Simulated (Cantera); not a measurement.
Input: 1 mol SiH2Cl2, 3 mol NO, 26 mol H2, held at 948.15 K and 6.23 Torr.

Equilibrium computed with Cantera from the NASA thermochemical tables; the gas is ideal and each condensed phase is pure. Candidate condensed phases: H2O, NH4Cl, Si, SiO2, Si2N2O, Si3N4; 47 gas species. The numbers say what is thermodynamically allowed, not how fast it happens.

Base state: H2 0.847, HCl 0.0678, N2 0.0508, H2O 0.0339 (mole fractions); condensed: SiO2(β-quartz).

Question: What changes in the equilibrium state with this change: SiH2Cl2 replaced by TEOS?

Answer: 
```csv
species,before,after
H2,0.847,0.846
CO,0,0.117
N2,0.0508,0.0354
HCl,0.0678,0
H2O,0.0339,0.000791
CH4,0,0.00102
CO2,0,0.000197
"SiO2(β-quartz), mol",1.00,1.00
"C(graphite), mol",0,3.00
```
The feed counts by its element totals alone. Further candidate phases: C, C6H6, C7H8, C8H18, SiC.
